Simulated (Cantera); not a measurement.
Charge: 1 mol SiC, 0.021 mol Si, 5.1 mol N₂, held at 2700 °C and 0.133 bar.

Equilibrium computed with Cantera from the NASA thermochemical tables; the gas is ideal and each condensed phase is pure. Candidate condensed phases: C, Si, SiC, Si₃N₄; 20 gas species. The tables' values for SiN are old estimates; treat these amounts as uncertain. Kinetics and transport are ignored.

Base state: N₂ 0.830, Si 0.0839, SiC₂ 0.0672, CN 0.00696, Si₂C 0.00651, C₃ 0.00175, SiN 0.00155, C₂N₂ 0.000699 (mole fractions); condensed: C(graphite).

Problem. What changes in the equilibrium state with this change: SiC replaced by Si₃N₄?

Solution. 
```json
[
 {"species": "N₂", "before": "0.830", "after": "0.706"},
 {"species": "Si", "before": "0.0839", "after": "0.282"},
 {"species": "Si₂", "before": "0.000482", "after": "0.00546"},
 {"species": "SiC₂", "before": "0.0672", "after": "0"},
 {"species": "CN", "before": "0.00696", "after": "0"},
 {"species": "Si₂C", "before": "0.00651", "after": "0"},
 {"species": "C₃", "before": "0.00175", "after": "0"},
 {"species": "C(graphite), mol", "before": "0.0495", "after": "0"}
]
```

Problem. What changes in the equilibrium state with this change: Si from 0.021 to 0.4 mol?

Solution. 
```
species            before    after
----------------  -------  -------
N₂                  0.830    0.788
Si                 0.0839    0.123
SiC₂               0.0672   0.0668
Si₂C              0.00651   0.0115
Si₃               8.61e-6  2.69e-5
C₅                2.96e-5  1.13e-5
C₄N₂              1.10e-5  4.84e-6
C(graphite), mol   0.0495        0
```
